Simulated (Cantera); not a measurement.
Charge: 1 mol Fe2O3, 22 mol HCl, 8.7 mol H2, held at 1200 K and 0.133 bar.

Cantera equilibrium calculation (NASA polynomials, part measured and part estimated; ideal gas, pure solids and liquids). Candidate condensed phases: Fe, FeCl2, FeCl3, FeO, Fe(OH)2, Fe(OH)3, Fe2O3, Fe3O4, H2O; 22 gas species. Kinetics and transport are ignored.

### Question
What is the equilibrium state?

### Answer
```json
{
  "x(HCl)": "0.587",
  "x(H2)": "0.251",
  "x(H2O)": "0.0978",
  "x(FeCl2)": "0.0644",
  "x(Fe2Cl4)": "0.000364",
  "x(FeCl3)": "3.07e-5",
  "gas_amount": "30.69 mol",
  "log10 activity of Fe(γ) (absent)": "-0.90",
  "log10 activity of FeCl2(l) (absent)": "-1.57",
  "log10 activity of Fe(OH)2(s) (absent)": "-7.86"
}
```
